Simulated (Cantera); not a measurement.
Charge: 1 mol TiO₂, 2 mol CH₄, 0.012 mol CO, held at 1650 °C.

Cantera equilibrium calculation (NASA polynomials, part measured and part estimated; ideal gas, pure solids and liquids). Candidate condensed phases: C, C₆H₆, C₇H₈, C₈H₁₈, H₂O, Ti, TiC, TiO, TiO₂, Ti₂O₃, Ti₃O₅, Ti₄O₇; 113 gas species. Mutual solubility and eutectic melting of coexisting phases are not modelled. TiC, TiO: taken at fixed stoichiometry. Condensed phases not in the tables: solid solutions among these carbides, nitrides and lower oxides. Rates play no part.

x: gas mole fraction; n: condensed amount in mol.

| P (Pa) | x H₂ | x CO | x H | x Ti | x TiO | x H₂O | x CH₄ | n TiC(s) | n TiO(s) | n Ti₂O₃(s) |
|---|---|---|---|---|---|---|---|---|---|---|
| 10 | 0.655 | 0.264 | 0.0763 | 0.00315 | 0.00187 | 5.40e-6 | 1.16e-11 | 0.491 | 0.480 | 0 |
| 68 | 0.699 | 0.270 | 0.0302 | 0.000175 | 0.000275 | 1.52e-5 | 2.37e-10 | 0.500 | 0.498 | 0 |
| 460 | 0.715 | 0.273 | 0.0118 | 9.93e-6 | 4.06e-5 | 4.07e-5 | 4.39e-9 | 0.500 | 0.500 | 0 |
| 3200 | 0.722 | 0.274 | ___ | ___ | ___ | ___ | ___ | 0.500 | 0.500 | 0 |
| 22000 | 0.737 | 0.261 | ___ | ___ | ___ | ___ | ___ | 0.601 | 0 | 0.200 |
| 150000 | 0.738 | 0.261 | 0.000662 | 1.24e-9 | 6.47e-8 | 0.000534 | 3.74e-5 | 0.601 | 0 | 0.199 |
| 1000000 | 0.737 | 0.260 | 0.000256 | 5.97e-11 | 6.64e-9 | 0.00114 | 0.000776 | 0.601 | 0 | 0.200 |

### Question
Some entries are withheld; supply them.

### Answer

- 22000, x H: 0.00173
- 22000, x Ti: 2.68e-8
- 22000, x TiO: 6.47e-7
- 22000, x H₂O: 0.000248
- 22000, x CH₄: 1.73e-6
- 3200, x H: 0.00448
- 3200, x Ti: 5.40e-7
- 3200, x TiO: 5.84e-6
- 3200, x H₂O: 0.000109
- 3200, x CH₄: 8.22e-8
